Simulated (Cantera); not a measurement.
An adiabatic, constant-pressure homogeneous reactor starts with 12.1 % H2, 18.4 % O2, 69.6 % N2, at 1173 K and 8.20 bar.

Computed with Cantera and GRI-Mech 3.0 (53 species, 325 reactions). The hydrogen kinetics of GRI-Mech 3.0 are dated; newer H2 mechanisms differ, most at raised pressure.

x: mole fraction; the columns are a selection and need not sum to one.

```tsv
t (s)	T (K)	x H2	x O2	x N2O	x NO	x NO2	x H2O	x H2O2
5.00e-6	1173	0.121	0.184	<1e-12	<1e-12	<1e-12	1.31e-7	1.77e-9
2.19e-5	1173	0.121	0.184	2.50e-12	<1e-12	<1e-12	(withheld)	(withheld)
9.62e-5	1174	0.121	0.183	2.57e-10	<1e-12	<1e-12	0.000167	2.36e-5
0.000422	2032	4.54e-5	0.131	9.75e-7	1.32e-5	4.87e-8	0.128	2.72e-7
0.00185	2032	4.54e-5	0.131	9.75e-7	2.46e-5	9.08e-8	0.128	2.72e-7
0.00811	2032	4.53e-5	0.131	9.74e-7	7.45e-5	2.75e-7	0.128	2.72e-7
0.0356	2031	4.52e-5	0.131	9.73e-7	0.000291	1.07e-6	0.128	2.72e-7
0.156	2029	4.46e-5	0.130	9.66e-7	0.00118	4.38e-6	0.128	2.69e-7
0.684	2023	4.28e-5	0.129	9.52e-7	0.00392	1.46e-5	0.128	2.63e-7
3.00	2018	4.14e-5	0.128	9.46e-7	(withheld)	(withheld)	0.128	2.57e-7
```

Question: Some entries are withheld; supply them.

Answer: 
- 2.19e-5, x H2O: 1.45e-6
- 2.19e-5, x H2O2: 6.70e-8
- 3.00, x NO: 0.00604
- 3.00, x NO2: 2.25e-5
